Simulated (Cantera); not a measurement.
A Cantera script and what it prints.

```python
import numpy as np
import cantera as ct

gas_names = """
    B BH BH2 BH3 BN BO BO2 B2 B2O B2O2 B2O3 B3O3H3 H HBO HBO2 HNO HNO2 HNO3 HO2 H2 H2O H2O2 H3B3O6 N NH
    NH2 NH3 NH2OH NO NO2 NO3 N2 N2H2 N2H4 N2O O OH O2 O3
""".split()
cond_names = """
    B(b) B(L) BN(s) B2O3(L) B3O3H3(cr) H2O(s) H2O(L)
""".split()


def load(file, names, dense=False):
    # The tables refer to 1 bar. Condensed volumes are neglected.
    table = {s.name: s for s in ct.Species.list_from_file(file)}
    out = []
    for n in names:
        d = dict(table[n].input_data)
        d["thermo"] = dict(d["thermo"], **{"reference-pressure": 1e5})
        if dense:
            d["equation-of-state"] = {"model": "constant-volume", "density": "1e6 g/cm^3"}
        out.append(ct.Species.from_dict(d))
    return out


gas = ct.Solution(thermo="ideal-gas", species=load("nasa_gas.yaml", gas_names))
cond = {s.name: ct.Solution(thermo="fixed-stoichiometry", species=[s], name=s.name)
        for s in load("nasa_condensed.yaml", cond_names, dense=True)}
atoms = {
    'borazine': {'B': 3, 'N': 3, 'H': 6},
    'H2O': {'H': 2, 'O': 1},
    'N2': {'N': 2},
    'O2': {'O': 2},
}
top_T = {'BN(s)': 3200}  # K; cautious upper limits of use, not melting points


def equilibrate(T, P, feed):
    n = {}
    for name, mol in feed.items():
        for a, k in atoms[name].items():
            n[a] = n.get(a, 0.0) + k * mol
    gas.TPX = T, P, n
    mass = sum(n.values()) * gas.mean_molecular_weight
    gas.equilibrate("TP")
    valid = [c for c in cond.values() if c.min_temp <= T <= top_T.get(c.name, c.max_temp)]
    mix = ct.Mixture([(gas, mass / gas.mean_molecular_weight)] + [(c, 0.0) for c in valid])
    mix.T, mix.P = T, P
    mix.equilibrate("TP", solver="vcs", rtol=1e-11, max_steps=5000)
    return mix


results = []
T = 823.15  # K
P = 1000  # Pa
for m in [0.22, 0.42, 0.83, 1.6, 3.2, 6.4, 13, 25, 48, 95]:
    feed = {'borazine': 1, 'H2O': 0.17, 'N2': m, 'O2': 0.061}  # mol
    mix = equilibrate(T, P, feed)
    results.append((T, P, feed, dict(zip(mix.species_names, mix.species_moles))))
    x = sorted(zip(gas.X, gas.species_names), reverse=True)
    print(f"T = {T:g} K  P = {P:g} Pa  n(N2) = {m:g} mol  gas = {mix.phase_moles(0):.4g} mol")
    print("   x: " + "  ".join(f"{s} {v:.3e}" for v, s in x if v > 0.001))
    print("   condensed (mol): " + ("  ".join(f"{mix.phase(i).name} {mix.phase_moles(i):.4g}"
          for i in range(1, mix.n_phases) if mix.phase_moles(i) > 1e-12) or "none"))
```

Output:

```
T = 823.15 K  P = 1000 Pa  n(N2) = 0.22 mol  gas = 3.486 mol
   x: H2 9.084e-01  N2 9.072e-02
   condensed (mol): BN(s) 2.807  B2O3(L) 0.0963
T = 823.15 K  P = 1000 Pa  n(N2) = 0.42 mol  gas = 3.686 mol
   x: H2 8.590e-01  N2 1.400e-01
   condensed (mol): BN(s) 2.808  B2O3(L) 0.09614
T = 823.15 K  P = 1000 Pa  n(N2) = 0.83 mol  gas = 4.096 mol
   x: H2 7.729e-01  N2 2.261e-01  H2O 1.027e-03
   condensed (mol): BN(s) 2.808  B2O3(L) 0.09593
T = 823.15 K  P = 1000 Pa  n(N2) = 1.6 mol  gas = 4.866 mol
   x: H2 6.505e-01  N2 3.485e-01
   condensed (mol): BN(s) 2.809  B2O3(L) 0.09571
T = 823.15 K  P = 1000 Pa  n(N2) = 3.2 mol  gas = 6.465 mol
   x: N2 5.097e-01  H2 4.894e-01
   condensed (mol): BN(s) 2.809  B2O3(L) 0.09549
T = 823.15 K  P = 1000 Pa  n(N2) = 6.4 mol  gas = 9.665 mol
   x: N2 6.720e-01  H2 3.273e-01
   condensed (mol): BN(s) 2.809  B2O3(L) 0.09532
T = 823.15 K  P = 1000 Pa  n(N2) = 13 mol  gas = 16.27 mol
   x: N2 8.051e-01  H2 1.945e-01
   condensed (mol): BN(s) 2.81  B2O3(L) 0.09519
T = 823.15 K  P = 1000 Pa  n(N2) = 25 mol  gas = 28.27 mol
   x: N2 8.878e-01  H2 1.119e-01
   condensed (mol): BN(s) 2.81  B2O3(L) 0.09512
T = 823.15 K  P = 1000 Pa  n(N2) = 48 mol  gas = 51.27 mol
   x: N2 9.382e-01  H2 6.170e-02
   condensed (mol): BN(s) 2.81  B2O3(L) 0.09508
T = 823.15 K  P = 1000 Pa  n(N2) = 95 mol  gas = 98.27 mol
   x: N2 9.677e-01  H2 3.219e-02
   condensed (mol): BN(s) 2.81  B2O3(L) 0.09506
```

Method: chemical equilibrium by Gibbs-energy minimisation in Cantera with the NASA 1993 tables (ideal gas, pure condensed phases). The feed counts by its element totals alone.
